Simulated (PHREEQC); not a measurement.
Solution (25 °C): 0.0049 mol H2SO4, 0.0041 mol LiCl and 0.26 mol Na2SO4 per kg of water. It is in equilibrium with CO2 at log p = -3.4 (atm). Otherwise closed; pH follows from the charge balance.

Equilibrium calculation in PHREEQC: ion-association model, phreeqc.dat.

No solid was allowed to form.

Order these S species by the share of S that they hold, largest first: HSO4-, SO4-2, NaSO4-, LiSO4-.

SO4-2 (67 %), NaSO4- (30 %), HSO4- (2.8 %), LiSO4- (0.20 %)

The pH is 2.77 and the ionic strength 0.626 mol/kgw. Species that the database lacks are ignored.
